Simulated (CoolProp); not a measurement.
Values from CoolProp's reference Helmholtz-energy equation of state, Guder 2009.

Problem. Give the vapour pressure (kPa), liquid density (kg/m³), enthalpy of vaporisation (kJ/kg), surface tension (mN/m) of saturated sulfur hexafluoride at 245, 249.5, 251.7 K.

Solution. 
```tsv
T (K)	p (kPa)	liquid density (kg/m³)	enthalpy of vaporisation (kJ/kg)	surface tension (mN/m)
245	525	1730	101	8.34
249.5	612	1710	98.5	7.70
251.7	658	1700	97.3	7.39
```

Surface tension comes from a separate correlation (Mulero 2012).
